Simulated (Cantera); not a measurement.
A freely propagating, adiabatic, planar premixed flame of CH4 : O2 : N2 = 1 : 2.15 : 8.09 (molar parts), unburnt at 375 K and 0.296 atm; mixture-averaged transport, grid criteria slope 0.08 and curve 0.16, no radiation.

Cantera simulation using GRI-Mech 3.0 (53 species, 325 reactions); the numbers are that mechanism's predictions, not measurements. Burning velocities carry a grid error of a few per cent, more on coarse grids.

How do the results move with these cheaper or finer settings: unity-Lewis-number transport; multicomponent transport; multicomponent+Soret transport; grid criteria slope 0.5, curve 1; grid criteria slope 0.25, curve 0.5; grid criteria slope 0.03, curve 0.06?


```tsv
setting	laminar burning velocity	thermal thickness	peak x(CH2)	peak x(C2H2)	grid points
as above	72.1 cm/s	1.12 mm	4.03e-5	5.77e-5	147
unity-Lewis-number transport	51.6 cm/s	1.30 mm	3.28e-5	3.60e-5	139
multicomponent transport	72.2 cm/s	1.13 mm	4.05e-5	5.90e-5	147
multicomponent+Soret transport	71.2 cm/s	1.13 mm	3.95e-5	5.44e-5	147
grid criteria slope 0.5, curve 1	78.6 cm/s	1.22 mm	3.95e-5	5.62e-5	50
grid criteria slope 0.25, curve 0.5	74.3 cm/s	1.15 mm	4.00e-5	5.69e-5	74
grid criteria slope 0.03, curve 0.06	71.2 cm/s	1.11 mm	4.03e-5	5.79e-5	383
```
The base run took roughly 24 core-seconds.
Unity Lewis numbers drop preferential diffusion, which matters most where H2 and H carry the flame; Soret adds thermal diffusion.
